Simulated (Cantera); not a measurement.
# CHF3 + HCl + H2 (fluorocarbon and chlorocarbon gases)

Input: 1 mol CHF3, 0.087 mol HCl, 15 mol H2, at 0.0190 bar.

These are equilibrium values from Cantera (NASA tables, ideal gas, pure condensed phases), not measurements of a reactor. Candidate condensed phases: C, C6H6, C7H8, C8H18; 135 gas species. Ions and electrons are included (thermal ionisation). Rates play no part.

From 3000 K to 5000 K nothing is condensed. The main C-bearing gas is C3 at 3000 K and C at 5000 K.

```
T (K)    x H      x H2      x HF      x F      x C
-----  -----  --------  --------  -------  -------
3000   0.591     0.266     0.120  0.00165  0.00181
3250   0.766     0.108    0.0978  0.00652  0.00733
3500   0.840    0.0384    0.0734   0.0216   0.0179
3750   0.865    0.0142    0.0422   0.0475   0.0259
4000   0.876   0.00574    0.0185   0.0686   0.0279
4250   0.880   0.00255   0.00739   0.0786   0.0283
4500   0.882   0.00124   0.00302   0.0826   0.0284
4750   0.883  0.000645   0.00132   0.0841   0.0284
5000   0.883  0.000358  0.000620   0.0847   0.0284
```
x: gas mole fraction; nothing condenses.
